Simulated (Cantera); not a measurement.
Source: NASA polynomial tables (part measured, part estimated), evaluated in Cantera. Values are per mole of reaction as written; species without (g) are pure solids or liquids, kept so even where they would boil at 1 bar. The tables' values for SiF2 are old estimates.

SiF2(g) ⇌ 2 F(g) + Si, with ΔH° = 746.7 kJ and ΔS° = 79.9 J/K at 300 K.

### Question
How far is the shortcut ΔG° ≈ ΔH°(300 K) − T·ΔS°(300 K) from the full temperature-dependent value at 350, 425, 500, 575, 650, 725, 800, 875, 950, 1025 K?

### Answer
```json
[
 {"T (K)": "350", "shortcut (kJ)": "718.7", "full (kJ)": "718.6", "difference (kJ)": "0.1", "difference in log10 K": "-0.01"},
 {"T (K)": "425", "shortcut (kJ)": "712.7", "full (kJ)": "712.3", "difference (kJ)": "0.5", "difference in log10 K": "-0.06"},
 {"T (K)": "500", "shortcut (kJ)": "706.8", "full (kJ)": "705.7", "difference (kJ)": "1.1", "difference in log10 K": "-0.11"},
 {"T (K)": "575", "shortcut (kJ)": "700.8", "full (kJ)": "698.9", "difference (kJ)": "1.9", "difference in log10 K": "-0.17"},
 {"T (K)": "650", "shortcut (kJ)": "694.8", "full (kJ)": "691.9", "difference (kJ)": "2.9", "difference in log10 K": "-0.23"},
 {"T (K)": "725", "shortcut (kJ)": "688.8", "full (kJ)": "684.8", "difference (kJ)": "4.0", "difference in log10 K": "-0.29"},
 {"T (K)": "800", "shortcut (kJ)": "682.8", "full (kJ)": "677.6", "difference (kJ)": "5.2", "difference in log10 K": "-0.34"},
 {"T (K)": "875", "shortcut (kJ)": "676.8", "full (kJ)": "670.3", "difference (kJ)": "6.5", "difference in log10 K": "-0.39"},
 {"T (K)": "950", "shortcut (kJ)": "670.8", "full (kJ)": "663.0", "difference (kJ)": "7.8", "difference in log10 K": "-0.43"},
 {"T (K)": "1025", "shortcut (kJ)": "664.8", "full (kJ)": "655.5", "difference (kJ)": "9.3", "difference in log10 K": "-0.47"}
]
```
The shortcut ignores the heat-capacity change of the reaction.
